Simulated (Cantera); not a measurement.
Thermodynamics of roasting and sulfation, feed FeS2 + H2S + H2O

Charge: 1 mol FeS2, 0.052 mol H2S, 2.2 mol H2O, equilibrated at 101000 Pa.

Method: chemical equilibrium by Gibbs-energy minimisation in Cantera with the NASA 1993 tables (ideal gas, pure condensed phases). Candidate condensed phases: Fe, FeO, Fe(OH)2, Fe(OH)3, FeS, FeSO4, FeS2, Fe2O3, Fe2(SO4)3, Fe3O4, H2O, H2SO4, S; 22 gas species. FeS: taken at fixed stoichiometry. Gases not in the tables: S3 to S7. The numbers say what is thermodynamically allowed, not how fast it happens.

```
T (K)  x H2O   x H2S      x H2     x S2     x SO2      x SO  n FeS2(s)  n FeS(s)  n FeS(l)
-----  -----  ------  --------  -------  --------  --------  ---------  --------  --------
748    0.976  0.0228  0.000873  2.61e-5  0.000273  5.61e-10       1.00         0         0
848    0.948  0.0400   0.00128  0.00109   0.00921   8.32e-8      0.935    0.0652         0
948    0.678   0.168   0.00250   0.0744    0.0745   4.20e-6          0      1.00         0
1048   0.687   0.151   0.00619   0.0856    0.0676   1.81e-5          0      1.00         0
1148   0.692   0.135    0.0130   0.0945    0.0632   6.03e-5          0      1.00         0
1248   0.690   0.120    0.0238    0.102    0.0612  0.000168          0      1.00         0
1348   0.684   0.106    0.0389    0.107    0.0614  0.000405          0     1.000         0
1448   0.672  0.0915    0.0579    0.111    0.0638  0.000880          0     1.000         0
1548   0.655  0.0783    0.0799    0.113    0.0680   0.00175          0         0     1.000
1648   0.635  0.0662     0.104    0.113    0.0734   0.00322          0         0     1.000
1748   0.612  0.0557     0.128    0.111    0.0797   0.00554          0         0     1.000
1848   0.588  0.0466     0.153    0.108    0.0863   0.00898          0         0     1.000
```
x: gas mole fraction; n: condensed amount in mol.

At 748 K the condensed part is FeS2(s). At 848 K the condensed part is FeS(s) + FeS2(s). From 948 K to 1448 K the condensed part is FeS(s). From 1548 K to 1848 K the condensed part is FeS(l).
